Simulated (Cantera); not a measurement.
A closed system holds: 1 mol Cu, 0.57 mol F2, a varied amount of N2, 10 mol HF, at 1125 K and 1.10 mbar.

Method: chemical equilibrium by Gibbs-energy minimisation in Cantera with the NASA 1993 tables (ideal gas, pure condensed phases). Candidate condensed phases: Cu, CuF2; 25 gas species. Equilibrium is a limit: real reactors are often held back by kinetics, nucleation or transport.

x: gas mole fraction; n: condensed amount in mol.

```
n(N2) (mol)        x HF        x N2       x CuF      x CuF2        x Cu      x F      x H2F2     n Cu(s)
-----------  ----------  ----------  ----------  ----------  ----------  -------  ----------  ----------
0.91              0.842      0.0766      0.0663      0.0148     1.21e-6  1.37e-7     2.09e-8      0.0362
1.5               0.802       0.120      0.0639      0.0138     1.21e-6  1.32e-7     1.90e-8      0.0317
2.6          (withheld)  (withheld)      0.0598  (withheld)     1.21e-6  1.24e-7  (withheld)  (withheld)
4.3               0.654       0.281      0.0545      0.0100     1.21e-6  1.13e-7     1.26e-8      0.0133
7.1               0.552       0.392      0.0475     0.00774     1.19e-6  1.00e-7     9.00e-9           0
12                0.435       0.522      0.0374     0.00609     9.40e-7  1.00e-7     5.57e-9           0
20           (withheld)  (withheld)  (withheld)  (withheld)  (withheld)  1.00e-7  (withheld)           0
33                0.227       0.750      0.0195     0.00318     4.92e-7  1.00e-7     1.52e-9           0
```

Q: Complete the blanks.

A: 
- 2.6, x HF: 0.737
- 2.6, x N2: 0.192
- 2.6, x CuF2: 0.0121
- 2.6, x H2F2: 1.60e-8
- 2.6, n Cu(s): 0.0239
- 20, x HF: 0.323
- 20, x N2: 0.645
- 20, x CuF: 0.0277
- 20, x CuF2: 0.00452
- 20, x Cu: 6.98e-7
- 20, x H2F2: 3.07e-9
